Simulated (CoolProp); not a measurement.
Vapour-liquid equilibrium of benzene (1) + ethylbenzene (2) at 0.0714 MPa; x and y are mole fractions of (1).

Values from CoolProp's multi-fluid Helmholtz-energy mixture model, Thol 2012 and Zhou 2012; pair parameters Bell 2016.

### Question
Give the bubble temperature and the first vapour's composition at x = 0.2, 0.5, 0.95. Is there an azeotrope?

### Answer
x = 0.2: 379.8 K, y = 0.517; x = 0.5: 361.4 K, y = 0.842; x = 0.95: 343.7 K, y = 0.993. No azeotrope shows between x = 0.05 and 0.95.

The pair parameters rest on a limited set of measurements; away from them the model extrapolates.
